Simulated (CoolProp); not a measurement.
Vapour-liquid equilibrium of R125 (1) + R245fa (2) at -65.95 °C; x and y are mole fractions of (1).

The numbers come from the multi-fluid Helmholtz-energy mixture model, Lemmon 2005 and Akasaka 2015; pair parameters Bell 2016 in CoolProp.

```tsv
x	bubble pressure, mixture model (MPa)	bubble pressure, Raoult's law (MPa)	y, mixture model	y, Raoult's law
0.05	0.003224	0.002675	0.767	0.720
0.15	0.007661	0.006449	0.911	0.896
0.25	0.01168	0.01022	0.948	0.942
0.35	0.01542	0.01400	0.965	0.963
0.45	0.01899	0.01777	0.975	0.976
0.55	0.02247	0.02154	0.982	0.984
0.65	0.02593	0.02532	0.988	0.989
0.75	0.02941	0.02909	0.992	0.993
0.85	0.03296	0.03287	0.995	0.996
0.95	0.03663	0.03664	0.999	0.999
```

The largest gap from Raoult's law is +20.5 % in bubble pressure, at x = 0.05. No azeotrope shows between x = 0.05 and 0.95.

The pair parameters rest on a limited set of measurements; away from them the model extrapolates.
